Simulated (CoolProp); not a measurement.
Vapour-liquid equilibrium of R22 (1) + R113 (2) at 3.01 bar; x and y are mole fractions of (1).

The numbers come from the multi-fluid Helmholtz-energy mixture model, Kamei 1995 and Marx 1992; pair parameters Bell 2016 in CoolProp.

Give the bubble temperature and the first vapour's composition at x = 0.05, 0.35, 0.8. Is there an azeotrope?

x = 0.05: 339.6 K, y = 0.402; x = 0.35: 284.7 K, y = 0.936; x = 0.8: 264.1 K, y = 0.989. No azeotrope shows between x = 0.05 and 0.95.

Pair parameters are fitted to limited data, so mixtures are less certain than the pure fluids. The gap from Raoult's law changes sign with composition, which may be real or a fault of the pair parameters; it wasn't checked against measurements.
